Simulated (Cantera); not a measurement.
# Adiabatic ignition

An adiabatic, constant-pressure homogeneous reactor starts with H₂ : O₂ : N₂ = 2.8 : 0.208 : 0.783 (molar parts), equivalence ratio 6.7, at 1400 K and 1.00 bar.

Cantera simulation using the H2/O2 subset of GRI-Mech 3.0, which has no nitrogen chemistry; the numbers are that mechanism's predictions, not measurements.

| t (s) | T (K) | x H₂ | x O₂ | x O | x HO₂ | x H₂O |
|---|---|---|---|---|---|---|
| 2.00e-6 | 1400 | 0.739 | 0.0549 | 4.90e-9 | 1.43e-7 | 6.74e-8 |
| 4.85e-6 | 1400 | 0.739 | 0.0549 | 2.41e-8 | 3.59e-7 | 6.66e-7 |
| 1.18e-5 | 1400 | 0.739 | 0.0549 | 4.03e-7 | 1.46e-6 | 1.63e-5 |
| 2.85e-5 | 1414 | 0.724 | 0.0494 | 0.000220 | 2.18e-5 | 0.0106 |
| 6.91e-5 | 1775 | 0.610 | 5.27e-6 | 6.49e-5 | 4.50e-9 | 0.111 |
| 0.000168 | 1960 | 0.633 | 2.28e-6 | 2.91e-5 | 2.29e-9 | 0.113 |
| 0.000406 | 2075 | 0.648 | 7.59e-7 | 9.93e-6 | 9.02e-10 | 0.114 |
| 0.000985 | 2141 | 0.656 | 2.10e-7 | 2.79e-6 | 2.82e-10 | 0.115 |
| 0.00239 | 2173 | 0.661 | 6.21e-8 | 8.33e-7 | 8.80e-11 | 0.116 |
| 0.00579 | 2182 | 0.662 | 3.43e-8 | 4.63e-7 | 4.93e-11 | 0.116 |
| 0.0140 | 2183 | 0.662 | 3.25e-8 | 4.39e-7 | 4.67e-11 | 0.116 |
| 0.0340 | 2183 | 0.662 | 3.25e-8 | 4.39e-7 | 4.67e-11 | 0.116 |
| 0.0825 | 2183 | 0.662 | 3.25e-8 | 4.39e-7 | 4.67e-11 | 0.116 |
| 0.200 | 2183 | 0.662 | 3.25e-8 | 4.39e-7 | 4.67e-11 | 0.116 |
x: mole fraction; the columns are a selection and need not sum to one.

```yaml
time_of_steepest_temperature_rise: 34.8 µs
temperature at 0.200 s: 2183 K
equilibrium_temperature: 2183 K
x(H₂) at 0.200 s: 0.662 (gas-phase equilibrium 0.662)
x(O₂) at 0.200 s: 3.25e-8 (gas-phase equilibrium 3.25e-8)
x(O) at 0.200 s: 4.39e-7 (gas-phase equilibrium 4.39e-7)
```
